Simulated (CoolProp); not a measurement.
Vapour pressure (bar) of C3F8 (R218): the reference equation beside estimates from Tc = 71.9 °C, pc = 26.40 bar, ω = 0.317.

Computed with CoolProp (reference Helmholtz-energy equation of state, Lemmon 2006). It is a short technical equation, of lower accuracy than the large ones.

```json
[
 {"T (°C)": "-24.95", "reference": "[?]", "Redlich-Kwong": "2.895", "Peng-Robinson": "1.673"},
 {"T (°C)": "-20.25", "reference": "2.023", "Redlich-Kwong": "3.366", "Peng-Robinson": "2.014"},
 {"T (°C)": "-15.65", "reference": "2.408", "Redlich-Kwong": "3.877", "Peng-Robinson": "2.397"},
 {"T (°C)": "-10.95", "reference": "2.857", "Redlich-Kwong": "[?]", "Peng-Robinson": "2.844"},
 {"T (°C)": "-6.25", "reference": "3.366", "Redlich-Kwong": "5.088", "Peng-Robinson": "3.352"},
 {"T (°C)": "-1.55", "reference": "3.940", "Redlich-Kwong": "5.783", "Peng-Robinson": "3.927"},
 {"T (°C)": "3.15", "reference": "4.585", "Redlich-Kwong": "6.541", "Peng-Robinson": "4.574"},
 {"T (°C)": "7.85", "reference": "5.307", "Redlich-Kwong": "[?]", "Peng-Robinson": "5.299"},
 {"T (°C)": "12.55", "reference": "6.110", "Redlich-Kwong": "8.256", "Peng-Robinson": "6.107"},
 {"T (°C)": "17.25", "reference": "7.000", "Redlich-Kwong": "9.219", "Peng-Robinson": "7.006"},
 {"T (°C)": "21.95", "reference": "7.983", "Redlich-Kwong": "10.26", "Peng-Robinson": "[?]"},
 {"T (°C)": "26.65", "reference": "9.067", "Redlich-Kwong": "[?]", "Peng-Robinson": "9.099"},
 {"T (°C)": "31.35", "reference": "10.26", "Redlich-Kwong": "12.56", "Peng-Robinson": "10.31"},
 {"T (°C)": "35.95", "reference": "11.53", "Redlich-Kwong": "13.80", "Peng-Robinson": "11.60"}
]
```

### Question
Fill in the missing entries.

### Answer

- -24.95, reference: 1.680
- -10.95, Redlich-Kwong: 4.454
- 7.85, Redlich-Kwong: 7.364
- 21.95, Peng-Robinson: 8.001
- 26.65, Redlich-Kwong: 11.37

Absolute difference from the reference over all 14 rows, mean and median: Redlich-Kwong 42.7 and 40.7 %, Peng-Robinson 0.3 and 0.4 %.
